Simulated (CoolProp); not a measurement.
Properties of ammonia along the isobar 1.01 bar (Tc = 405.6 K, pc = 113.6 bar, ω = 0.256).

Computed with CoolProp (reference Helmholtz-energy equation of state, Gao 2020).

| T (K) | phase | density (kg/m³) | speed of sound (m/s) | expansivity (1/kK) | viscosity (µPa s) | conductivity (mW/(m K)) |
|---|---|---|---|---|---|---|
| 261.1 | gas | 0.8073 | 404.9 | 4.156 | 8.77 | 22.1 |
| 277.4 | gas | 0.7565 | 417.8 | 3.827 | 9.34 | 23.2 |
| 293.7 | gas | 0.7123 | 429.9 | 3.562 | 9.93 | 24.5 |
| 310.1 | gas | 0.6732 | 441.5 | 3.340 | 10.5 | 26.1 |
| 326.4 | gas | 0.6385 | 452.6 | 3.151 | 11.1 | 27.7 |
| 342.7 | gas | 0.6074 | 463.2 | 2.985 | 11.8 | 29.6 |
| 359.1 | gas | 0.5791 | 473.5 | 2.838 | 12.4 | 31.6 |
| 375.4 | gas | 0.5535 | 483.4 | 2.707 | 13.0 | 33.7 |
| 391.8 | gas | 0.5300 | 493.1 | 2.587 | 13.7 | 36.0 |
| 408.1 | gas | 0.5086 | 502.4 | 2.479 | 14.3 | 38.4 |
| 424.4 | gas | 0.4888 | 511.6 | 2.380 | 14.9 | 40.9 |
| 440.8 | gas | 0.4705 | 520.5 | 2.289 | 15.6 | 43.5 |
| 457.1 | gas | 0.4536 | 529.3 | 2.205 | 16.2 | 46.1 |
| 473.4 | gas | 0.4378 | 537.8 | 2.127 | 16.8 | 48.7 |
| 489.8 | gas | 0.4231 | 546.2 | 2.054 | 17.5 | 51.4 |
| 506.1 | gas | 0.4094 | 554.5 | 1.987 | 18.1 | 54.1 |

Viscosity comes from a separate model (Fenghour 1995). Thermal conductivity comes from a separate model (Tufeu 1984).
